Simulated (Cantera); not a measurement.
# Reactions in the system Cr-N-O

Standard-state values (1 bar) from the NASA 1993 polynomials, evaluated with Cantera. Values are per mole of reaction as written; species without (g) are pure solids or liquids, kept so even where they would boil at 1 bar.

2 CrO3(g) + 3 Cr2N ⇌ 8 Cr + 3 NO2(g)

| T (K) | ΔH° (kJ) | ΔS° (J/K) | ΔG° (kJ) | log10 K |
|---|---|---|---|---|
| 300 | 1064.9 | 182.2 | 1010.2 | -175.90 |
| 498 | 1060.7 | 171.7 | 975.2 | -102.28 |
| 648 | 1057.1 | 165.3 | 949.9 | -76.57 |
| 798 | 1053.8 | 160.8 | 925.5 | -60.58 |
| 948 | 1050.8 | 157.4 | 901.6 | -49.68 |
| 1098 | 1048.8 | 155.3 | 878.2 | -41.78 |
| 1248 | 1048.0 | 154.7 | 855.0 | -35.78 |
| 1398 | 1049.1 | 155.5 | 831.7 | -31.08 |
